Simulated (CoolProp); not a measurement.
A closed Brayton cycle with dry air: compressor inlet 318.15 K and 1.7 MPa, high pressure 5.8 MPa, turbine inlet 975 K, compressor efficiency 0.8, turbine efficiency 0.93, recuperator effectiveness 0.95 (on enthalpy, no pinch check). Each further row changes one setting.

Model: reference Helmholtz-energy equation of state, Lemmon 2000, in CoolProp. It is a pseudo-pure fit of the blend.

```csv
case,thermal efficiency (%),net work (kJ/kg),compressor to turbine work,compressor exit (K),turbine exit (K)
as stated,?,108,0.61,484.6,727.9
turbine inlet 925 K,?,?,0.64,484.6,688.7
compressor inlet 328.15 K,?,102,?,499.4,727.9
high pressure 4.93 MPa,38.8,102,0.58,?,?
recuperator effectiveness 0.5,?,108,0.61,484.6,727.9
```

Fill in the missing entries.


- as stated, thermal efficiency (%): 37.0
- turbine inlet 925 K, thermal efficiency (%): 33.9
- turbine inlet 925 K, net work (kJ/kg): 93.4
- compressor inlet 328.15 K, thermal efficiency (%): 35.2
- compressor inlet 328.15 K, compressor to turbine work: 0.63
- high pressure 4.93 MPa, compressor exit (K): 459.2
- high pressure 4.93 MPa, turbine exit (K): 757.0
- recuperator effectiveness 0.5, thermal efficiency (%): 26.5
